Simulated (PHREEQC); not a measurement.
Dissolve 0.0017 mol/kgw Cu(BF4)2, 0.011 mol/kgw HCl, 0.0013 mol/kgw NaCl and 0.0012 mol/kgw KOH at 25 °C. Closed to the air; pH follows from the charge balance.

All values are PHREEQC results (ion-association model, phreeqc.dat), not measurements.

This is a speciation only: nothing precipitates in the calculation.

### Question
Estimate the pH, ionic strength.

### Answer
pH 2.09; ionic strength 0.0166 mol/kgw.

### Question
In which forms is Cu present?

### Answer
Cu+2 98 %, CuCl+ 2.0 % of the Cu.

Species that the database lacks are ignored. Real BF4- forms and hydrolyses slowly; the run takes it at equilibrium.
